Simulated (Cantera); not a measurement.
# Equilibrium for silicon epitaxy and polysilicon growth: SiCl4 + HCl + H2

Charge: 1 mol SiCl4, 0.021 mol HCl, a varied amount of H2, held at 1123 K and 1 atm.

Cantera equilibrium calculation (NASA polynomials, part measured and part estimated; ideal gas, pure solids and liquids). Candidate condensed phases: Si; 19 gas species. The tables' values for SiCl3 are old estimates; treat these amounts as uncertain. Kinetics and transport are ignored.

From 6.3 mol H2 to 31 mol H2 nothing is condensed. From 41 mol H2 to 70 mol H2 the condensed part is Si(s). The main Si-bearing gas is SiCl4 at 6.3 mol H2 and SiHCl3 at 70 mol H2.

```
n(H2) (mol)   x H2  x SiCl4   x HCl  x SiHCl3   x SiCl3  n Si(s)
-----------  -----  -------  ------  --------  --------  -------
6.3          0.821   0.0988  0.0425    0.0328   0.00255        0
8.2          0.854   0.0749  0.0379    0.0290   0.00221        0
11           0.884   0.0541  0.0330    0.0249   0.00186        0
14           0.904   0.0409  0.0292    0.0217   0.00161        0
18           0.922   0.0302  0.0256    0.0187   0.00137        0
24           0.938   0.0211  0.0219    0.0155   0.00113        0
31           0.950   0.0151  0.0189    0.0130  0.000941        0
41           0.960   0.0105  0.0170    0.0102  0.000733   0.0185
54           0.967  0.00731  0.0156   0.00779  0.000558   0.0502
70           0.973  0.00511  0.0143   0.00597  0.000426   0.0870
```
x: gas mole fraction; n: condensed amount in mol.
